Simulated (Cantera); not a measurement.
A Cantera script and what it prints.

```python
import numpy as np
import cantera as ct

gas_names = [...]  # 116 gases of nasa_gas.yaml made of C, H, K, O
cond_names = """
    C(gr) C6H6(L) C7H8(L) C8H18(L),n-octa H2O(s) H2O(L) K(cr) K(L) KOH(a) KOH(b) KOH(L) KO2(s) K2CO3(s)
    K2CO3(L) K2O(s) K2O2(s)
""".split()


# ... load() reads the species with a 1 bar reference pressure and builds the phases ...
atoms = {
    'KOH': {'K': 1, 'O': 1, 'H': 1},
    'CO2': {'C': 1, 'O': 2},
    'H2': {'H': 2},
}
top_T = {'C(gr)': 4500, 'KO2(s)': 780, 'K2O(s)': 1000, 'K2O2(s)': 760}  # K; cautious upper limits of use, not melting points


# ... equilibrate(T, P, feed) seeds the gas with the atoms and calls Mixture.equilibrate('TP', solver="vcs", rtol=1e-11, max_steps=5000) ...
results = []
feed = {'KOH': 1, 'CO2': 7.7, 'H2': 0.023}  # mol
for P in [10, 52, 270, 1400, 7200, 37000, 190000, 1000000]:
    for T in [948, 998, 1048, 1098, 1148, 1198, 1248, 1298, 1348, 1398, 1448, 1498, 1548]:
        mix = equilibrate(T, P, feed)
        results.append((T, P, feed, dict(zip(mix.species_names, mix.species_moles))))

for T, P, feed, n in results:
    print(f"{T:7g} {P:10.4g}  " + (" + ".join(c for c in cond_names if n.get(c, 0) > 1e-12) or "gas only"))
```

It prints:

```
    948         10  K2CO3(s)
    998         10  K2CO3(s)
   1048         10  K2CO3(s)
   1098         10  K2CO3(s)
   1148         10  gas only
   1198         10  gas only
   1248         10  gas only
   1298         10  gas only
   1348         10  gas only
   1398         10  gas only
   1448         10  gas only
   1498         10  gas only
   1548         10  gas only
    948         52  K2CO3(s)
    998         52  K2CO3(s)
   1048         52  K2CO3(s)
   1098         52  K2CO3(s)
   1148         52  K2CO3(s)
   1198         52  gas only
   1248         52  gas only
   1298         52  gas only
   1348         52  gas only
   1398         52  gas only
   1448         52  gas only
   1498         52  gas only
   1548         52  gas only
    948        270  K2CO3(s)
    998        270  K2CO3(s)
   1048        270  K2CO3(s)
   1098        270  K2CO3(s)
   1148        270  K2CO3(s)
   1198        270  K2CO3(L)
   1248        270  K2CO3(L)
   1298        270  gas only
   1348        270  gas only
   1398        270  gas only
   1448        270  gas only
   1498        270  gas only
   1548        270  gas only
    948       1400  K2CO3(s)
    998       1400  K2CO3(s)
   1048       1400  K2CO3(s)
   1098       1400  K2CO3(s)
   1148       1400  K2CO3(s)
   1198       1400  K2CO3(L)
   1248       1400  K2CO3(L)
   1298       1400  K2CO3(L)
   1348       1400  K2CO3(L)
   1398       1400  gas only
   1448       1400  gas only
   1498       1400  gas only
   1548       1400  gas only
    948       7200  K2CO3(s)
    998       7200  K2CO3(s)
   1048       7200  K2CO3(s)
   1098       7200  K2CO3(s)
   1148       7200  K2CO3(s)
   1198       7200  K2CO3(L)
   1248       7200  K2CO3(L)
   1298       7200  K2CO3(L)
   1348       7200  K2CO3(L)
   1398       7200  K2CO3(L)
   1448       7200  K2CO3(L)
   1498       7200  K2CO3(L)
   1548       7200  gas only
    948    3.7e+04  K2CO3(s)
    998    3.7e+04  K2CO3(s)
   1048    3.7e+04  K2CO3(s)
   1098    3.7e+04  K2CO3(s)
   1148    3.7e+04  K2CO3(s)
   1198    3.7e+04  K2CO3(L)
   1248    3.7e+04  K2CO3(L)
   1298    3.7e+04  K2CO3(L)
   1348    3.7e+04  K2CO3(L)
   1398    3.7e+04  K2CO3(L)
   1448    3.7e+04  K2CO3(L)
   1498    3.7e+04  K2CO3(L)
   1548    3.7e+04  K2CO3(L)
    948    1.9e+05  K2CO3(s)
    998    1.9e+05  K2CO3(s)
   1048    1.9e+05  K2CO3(s)
   1098    1.9e+05  K2CO3(s)
   1148    1.9e+05  K2CO3(s)
   1198    1.9e+05  K2CO3(L)
   1248    1.9e+05  K2CO3(L)
   1298    1.9e+05  K2CO3(L)
   1348    1.9e+05  K2CO3(L)
   1398    1.9e+05  K2CO3(L)
   1448    1.9e+05  K2CO3(L)
   1498    1.9e+05  K2CO3(L)
   1548    1.9e+05  K2CO3(L)
    948      1e+06  K2CO3(s)
    998      1e+06  K2CO3(s)
   1048      1e+06  K2CO3(s)
   1098      1e+06  K2CO3(s)
   1148      1e+06  K2CO3(s)
   1198      1e+06  K2CO3(L)
   1248      1e+06  K2CO3(L)
   1298      1e+06  K2CO3(L)
   1348      1e+06  K2CO3(L)
   1398      1e+06  K2CO3(L)
   1448      1e+06  K2CO3(L)
   1498      1e+06  K2CO3(L)
   1548      1e+06  K2CO3(L)
```

Equilibrium computed with Cantera from the NASA thermochemical tables; the gas is ideal and each condensed phase is pure.
